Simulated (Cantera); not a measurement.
## Equilibrium for halide evaporation, hydrolysis and transport: MgCl₂ + HCl + H₂

A closed system holds: 1 mol MgCl₂, 0.89 mol HCl, 46 mol H₂, held at 923.15 K.

Equilibrium computed with Cantera from the NASA thermochemical tables; the gas is ideal and each condensed phase is pure. Candidate condensed phases: Mg, MgCl₂; 10 gas species. Equilibrium is a limit: real reactors are often held back by kinetics, nucleation or transport.

From 0.100 Pa to 46.0 Pa nothing is condensed. From 2.20 mbar to 1.00 bar the condensed part is MgCl₂(s). The main Mg-bearing gas is MgCl₂ throughout.

```
P (Pa)   x H₂   x MgCl₂   x HCl      x Mg       x H    x MgCl      x Cl  n MgCl₂(s)
------  -----  --------  ------  --------  --------  --------  --------  ----------
0.100   0.961    0.0209  0.0186   2.87e-7   2.41e-7   2.46e-8   4.49e-9           0
0.460   0.961    0.0209  0.0186   6.24e-8   1.12e-7   1.15e-8   2.10e-9           0
2.20    0.961    0.0209  0.0186   1.30e-8   5.14e-8   5.24e-9  9.58e-10           0
10      0.961    0.0209  0.0186   2.87e-9   2.41e-8   2.46e-9  4.49e-10           0
46      0.961    0.0209  0.0186  6.24e-10   1.12e-8   1.15e-9  2.10e-10           0
220     0.973   0.00868  0.0188  5.36e-11   5.17e-9  2.16e-10  9.64e-11       0.589
1000    0.979   0.00191  0.0189  2.58e-12   2.43e-9  2.23e-11  4.54e-11       0.910
4600    0.981  0.000415  0.0190    <1e-12   1.13e-9  2.25e-12  2.12e-11       0.981
22000   0.981   8.68e-5  0.0190    <1e-12  5.19e-10    <1e-12  9.68e-12       0.996
100000  0.981   1.91e-5  0.0190    <1e-12  2.43e-10    <1e-12  4.54e-12       0.999
```
x: gas mole fraction; n: condensed amount in mol.
